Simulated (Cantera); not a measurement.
An isothermal, constant-pressure homogeneous reactor starts with 27.8 % CH4, 72.2 % H2O, at 1325 K and 5.00 bar.

Model: GRI-Mech 3.0 (53 species, 325 reactions), integrated in Cantera.

Task: Predict: x(CH4) at 7.00 s; x(H2O) at 7.00 s; x(C2H2) at 7.00 s.

Result: 
* **x(CH4) at 7.00 s**: 0.187 (gas-phase equilibrium 0.000125)
* **x(H2O) at 7.00 s**: 0.671 (gas-phase equilibrium 0.252)
* **x(C2H2) at 7.00 s**: 0.0166 (gas-phase equilibrium 6.52e-11)
